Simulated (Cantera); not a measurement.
A closed system holds: 1 mol PH3, 0.05 mol O2, 4.1 mol H2, held at 2800 °C.

Cantera equilibrium calculation (NASA polynomials, part measured and part estimated; ideal gas, pure solids and liquids). Candidate condensed phases: H2O, P, P4O10; 17 gas species. The ideal-gas law is rough above about 30 bar. Gases not in the tables: HPO2, HPO3 and P4O6. Kinetics and transport are ignored.

log p: log10 of the partial pressure in bar; nothing condenses.

```
P (Pa)    log p H  log p H2  log p P  log p P2  log p H2O  log p PO
--------  -------  --------  -------  --------  ---------  --------
10          -4.04     -6.67    -5.10     -7.99     -10.73     -6.98
65              …         …        …         …          …         …
420         -2.45     -3.49    -3.51     -4.82      -6.68     -4.51
2700        -1.77     -2.12    -2.78     -3.35      -5.10     -3.58
17000       -1.22     -1.03    -2.19     -2.18      -3.72     -2.71
110000          …         …        …         …          …         …
720000      -0.32      0.78    -1.26     -0.31      -1.33     -1.19
4700000      0.10      1.61    -0.83      0.54      -0.31     -0.58
30000000     0.51      2.43    -0.43      1.35       0.60     -0.07
```

Question: Some entries are withheld; supply them.

Answer: 
- 110000, log p H: -0.75
- 110000, log p H2: -0.09
- 110000, log p P: -1.70
- 110000, log p P2: -1.20
- 110000, log p H2O: -2.47
- 110000, log p PO: -1.90
- 65, log p H: -3.23
- 65, log p H2: -5.05
- 65, log p P: -4.30
- 65, log p P2: -6.39
- 65, log p H2O: -8.53
- 65, log p PO: -5.59
